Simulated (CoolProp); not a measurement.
Vapour-liquid equilibrium of n-butane (1) + R245fa (2) at 343.4 K; x and y are mole fractions of (1).

Model: multi-fluid Helmholtz-energy mixture model, Bücker 2006 and Akasaka 2015; pair parameters Bell 2016, in CoolProp.

```csv
x,"bubble pressure, mixture model (MPa)","bubble pressure, Raoult's law (MPa)","y, mixture model","y, Raoult's law"
0.05,0.7088,0.6234,0.155,0.065
0.125,0.8192,0.6384,0.299,0.159
0.2,0.8976,0.6535,0.389,0.249
0.275,0.9518,0.6685,0.451,0.335
0.35,0.9885,0.6835,0.497,0.417
0.425,1.012,0.6985,0.533,0.495
0.5,1.027,0.7136,0.565,0.570
0.575,1.034,0.7286,0.596,0.642
0.65,1.034,0.7436,0.628,0.711
0.725,1.025,0.7586,0.666,0.778
0.8,1.003,0.7737,0.715,0.841
0.875,0.9619,0.7887,0.783,0.903
0.95,0.8887,0.8037,0.889,0.962
```

The largest gap from Raoult's law is +44.9 % in bubble pressure, at x = 0.425. y crosses x between x = 0.575 and 0.65: the model has an azeotrope there.

Pair parameters are fitted to limited data, so mixtures are less certain than the pure fluids.
